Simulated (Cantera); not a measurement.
Charge: 1 mol AlN, 8.7 mol Cl₂, held at 1223.15 K and 0.133 bar.

These are equilibrium values from Cantera (NASA tables, ideal gas, pure condensed phases), not measurements of a reactor. Candidate condensed phases: Al, AlCl₃, AlN; 11 gas species. The numbers say what is thermodynamically allowed, not how fast it happens.

Base state: Cl₂ 0.814, AlCl₃ 0.114, N₂ 0.0570, Cl 0.0148, Al₂Cl₆ 1.43e-5 (mole fractions); condensed: gas only.

What changes in the equilibrium state with this change: temperature from 1223.15 K to 2148 K?


```
species   before     after
-------  -------  --------
Cl        0.0148     0.840
AlCl₃      0.114    0.0661
Cl₂        0.814    0.0602
N₂        0.0570    0.0333
AlCl₂      <1e-9  0.000500
Al₂Cl₆   1.43e-5   5.63e-8
```
The tables' values for AlCl₂ are old estimates; treat these amounts as uncertain.
